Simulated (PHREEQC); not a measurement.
A solution holds 0.029 mol CdCl2, 0.049 mol H3BO3 and 0.13 mol NiCl2 per kg of water, at 25 °C. Closed to the air; pH follows from the charge balance.

All values are PHREEQC results (ion-association model, wateq4f.dat), not measurements.

Precipitation was switched off in this run.

Question: Order these Ni species by the share of Ni that they hold, largest first: NiCl2, NiCl+, Ni+2.

Answer: Ni+2 (81 %), NiCl+ (13 %), NiCl2 (5.4 %)

Question: Order these Cd species by the share of Cd that they hold, largest first: Cd+2, CdCl3-, CdCl+, CdCl2.

Answer: CdCl+ (59 %), CdCl2 (27 %), Cd+2 (9.5 %), CdCl3- (4.3 %)

The pH is 5.17 and the ionic strength 0.360 mol/kgw.
